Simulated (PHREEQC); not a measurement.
A solution holds 28 mmol/kgw CuCl2, 53 mmol/kgw HNO3 and 0.96 mmol/kgw Na2SO4, at 20 °C. It is in equilibrium with CO2 at log p = -3.5 (atm). Otherwise closed; pH follows from the charge balance.

All values are PHREEQC results (ion-association model, phreeqc.dat), not measurements.

**Question.** The ionic strength comes out as 0.136 mol/kgw. What activity coefficients do NO3-, Cu+2, Cl-, HSO4-, SO4-2 get?

**Answer.** NO3- 0.73, Cu+2 0.37, Cl- 0.75, HSO4- 0.77, SO4-2 0.34.

No solid was allowed to form. Species that the database lacks are ignored.
